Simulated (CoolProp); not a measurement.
CF4 (R14) along the isobar 3.09 MPa: density (kg/m³) from the reference equation and from simpler models built on Tc = -45.8 °C, pc = 3.762 MPa, ω = 0.178; each cubic takes its own stable root.

The numbers come from the reference Helmholtz-energy equation of state, Platzer 1990 in CoolProp. This equation is an older, rougher fit; its heat capacities, sound speeds and derivatives of the liquid may be far off and weren't checked against measurements.

```
T (°C)    phase  reference
-------  ------  ---------
-125.85  liquid       1603
-102.75  liquid       1475
-79.75   liquid       1322
-56.75   liquid       1081
-33.75      gas      191.4
-10.65      gas      153.9
12.35       gas      132.4
35.35       gas      117.6
58.45       gas      106.3
81.45       gas      97.36
104.45      gas      90.01
127.45      gas      83.83
```

**Question.** How far does each simpler model (van der Waals, Redlich-Kwong, Soave-Redlich-Kwong) lie from the reference over these 12 states: mean and median of the absolute difference, and the worst?

**Answer.** 
- van der Waals: mean 12.9 %, median 2.7 %, worst -37.0 % at -56.75 °C and 3.09 MPa
- Redlich-Kwong: mean 3.7 %, median 1.5 %, worst -16.3 % at -56.75 °C and 3.09 MPa
- Soave-Redlich-Kwong: mean 2.4 %, median 0.8 %, worst -13.2 % at -56.75 °C and 3.09 MPa
